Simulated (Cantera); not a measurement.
A closed system holds: 1 mol Cu₂O, 0.43 mol CH₄, 4.2 mol H₂, held at 1473.15 K and 13.0 Pa.

Equilibrium computed with Cantera from the NASA thermochemical tables; the gas is ideal and each condensed phase is pure. Candidate condensed phases: C, C₆H₆, C₇H₈, C₈H₁₈, Cu, CuO, Cu(OH)₂, Cu₂O, H₂O; 113 gas species. The numbers say what is thermodynamically allowed, not how fast it happens.

Base state: H₂ 0.788, H₂O 0.0961, CO 0.0716, Cu 0.0399, CO₂ 0.00353, H 0.000987, Cu₂ 1.31e-5 (mole fractions); condensed: Cu(l).

Task: What changes in the equilibrium state with this change: pressure from 13.0 Pa to 101000 Pa?

Result: 
| species | before | after |
|---|---|---|
| H₂ | 0.788 | 0.822 |
| H₂O | 0.0961 | 0.100 |
| CO | 0.0716 | 0.0746 |
| Cu | 0.0399 | 5.12e-6 |
| Cu₂ | 1.31e-5 | 1.68e-9 |
| H | 0.000987 | 1.14e-5 |
| CO₂ | 0.00353 | 0.00368 |
| Cu(l), mol | 1.77 | 2.00 |
